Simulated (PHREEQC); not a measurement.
A column of 0.2 m (30 cells, dispersivity 0.016 m, 3600 s a shift, diffusion coefficient 3e-10 m²/s) holds 0.019 eq of the database's cation exchanger X per kg of pore water, first in equilibrium with 0.011 mol MgCl2, 0.046 mol NH4Cl and 1e-05 mol HCl per kg of water. It is flushed with 0.041 mol KCl, 0.0012 mol MgCl2 and 1e-05 mol HCl per kg of water, at 15 °C. Values are for the last cell. The system is closed to CO2. Precipitation was switched off in this run.

Computed with PHREEQC (ion-association model, phreeqc.dat).

Q: Predict K in solution (mol/kgw) at pore volumes = 0, 0.3167, 1.517, 1.717, 2.017.

A: 
| pore volumes | K in solution (mol/kgw) |
|---|---|
| 0 | 0 |
| 0.3167 | 3.45e-6 |
| 1.517 | 0.0259 |
| 1.717 | 0.0302 |
| 2.017 | 0.0348 |
